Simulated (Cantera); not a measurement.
Cantera run, input and output.

```python
import numpy as np
import cantera as ct

gas = ct.Solution("gri30.yaml")
gas.TPX = 1900, 13332, {'C2H6': 1, 'N2': 9.3}
inlet = ct.Reservoir(gas, clone=True)

reactor = ct.IdealGasConstPressureReactor(gas, energy="off", clone=False)
exhaust = ct.Reservoir(gas, clone=True)
tau = [1.4, 0.44, 0.13, 0.04, 0.012, 0.0037, 0.0011][0]
for a, b in ((inlet, reactor), (reactor, exhaust)):
    ct.MassFlowController(a, b, mdot=lambda t: reactor.mass / tau)
net = ct.ReactorNet([reactor])
show = ['C2H6', 'CH4', 'C2H4', 'C2H2', 'HCN', 'CH2']

rows = []
print(f"{'tau/s':>10s}{'T/K':>9s}" + "".join(f"{s:>11s}" for s in show))
for tau in [1.4, 0.44, 0.13, 0.04, 0.012, 0.0037, 0.0011]:
    net.initial_time = 0.0
    net.advance(30 * tau)
    before = gas.X
    net.advance(40 * tau)
    drift = np.max(np.abs(gas.X - before) / (gas.X + 1e-9))
    rows.append([gas.T, *gas[show].X, drift])
    print(f"{tau:10.3e}{gas.T:9.1f}" + "".join(f"{x:11.3e}" for x in gas[show].X))
```

Result:

```
     tau/s      T/K       C2H6        CH4       C2H4       C2H2        HCN        CH2
 1.400e+00   1900.0  1.473e-06  1.807e-03  2.948e-05  8.003e-02  6.721e-04  1.494e-06
 4.400e-01   1900.0  4.542e-06  2.966e-03  4.705e-05  7.958e-02  4.138e-04  2.747e-06
 1.300e-01   1900.0  1.471e-05  4.853e-03  1.026e-04  7.866e-02  2.524e-04  5.214e-06
 4.000e-02   1900.0  4.546e-05  7.631e-03  2.596e-04  7.712e-02  1.557e-04  9.532e-06
 1.200e-02   1900.0  1.433e-04  1.180e-02  7.143e-04  7.443e-02  9.303e-05  1.711e-05
 3.700e-03   1900.0  4.375e-04  1.730e-02  1.909e-03  6.996e-02  5.479e-05  2.913e-05
 1.100e-03   1900.0  1.373e-03  2.373e-02  4.991e-03  6.208e-02  3.090e-05  4.813e-05
```

Model: GRI-Mech 3.0 (53 species, 325 reactions), integrated in Cantera. GRI-Mech 3.0 stops at C3 and has no aromatics, soot or wall deposition, so with more carbon than oxygen in the feed, carbon stays in small species such as C2H2 where larger ones or solid carbon would form.
